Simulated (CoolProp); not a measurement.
R142b along the isobar 42.9 bar: Z from the reference equation and from simpler models built on Tc = 410.3 K, pc = 40.55 bar, ω = 0.232; each cubic takes its own stable root.

The numbers come from the reference Helmholtz-energy equation of state, Lemmon 2006 in CoolProp. It is a short technical equation, of lower accuracy than the large ones.

| T (K) | phase | reference |
|---|---|---|
| 405.4 | liquid | 0.1794 |
| 411.2 | supercritical | 0.2049 |
| 417.1 | supercritical | 0.4274 |
| 423 | supercritical | 0.5108 |
| 428.9 | supercritical | 0.5622 |
| 434.7 | supercritical | 0.6004 |
| 440.6 | supercritical | 0.6319 |
| 446.5 | supercritical | 0.6587 |
| 452.4 | supercritical | 0.6818 |
| 458.2 | supercritical | 0.7019 |
| 464.1 | supercritical | 0.7202 |
| 470 | supercritical | 0.7368 |

**Question.** How far does each simpler model (van der Waals, Peng-Robinson) lie from the reference over these 12 states: mean and median of the absolute difference, and the worst?

**Answer.** 
- van der Waals: mean 10.0 %, median 1.7 %, worst +57.3 % at 405.4 K and 42.9 bar
- Peng-Robinson: mean 4.1 %, median 1.8 %, worst +19.3 % at 411.2 K and 42.9 bar
